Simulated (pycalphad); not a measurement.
All values are pycalphad results on the COST 507 light-alloy database (1999) (1 atm), not direct measurements. These are 1990s assessments: newer ones move some temperatures and phases. Amounts are mole fractions of atoms. Kinetics are ignored, which matters at the lower temperatures.

Q: Give the equilibrium state of Ti-0.78C (at.%) at 675 K.

A: 
```
T = 675.00 K, P = 101325 Pa, N = 1 mol of atoms
G = -27011 J/mol, H = 8684 J/mol, S = 52.88 J/(mol K)  (SER reference)
chemical potentials (J/mol): Ti -25421, C -229350
phase             fraction      x(Ti)       x(C)
HCP_A3              0.9812     0.9990   0.000984
FCC_A1              0.0188     0.6362     0.3638
```

Q: Give the equilibrium state of Ti-0.78C (at.%) at 1275 K.

A: 
```
T = 1275.00 K, P = 101325 Pa, N = 1 mol of atoms
G = -65784 J/mol, H = 32038 J/mol, S = 76.72 J/(mol K)  (SER reference)
chemical potentials (J/mol): Ti -64418, C -239576
phase             fraction      x(Ti)       x(C)
BCC_A2              0.9933     0.9945     0.0055
FCC_A1              0.0067     0.6579     0.3421
```

FCC_A1 is fcc; BCC_A2 is bcc; HCP_A3 is hcp. The fcc model also describes the rock-salt carbide or nitride (TiC, TiN, HfC).
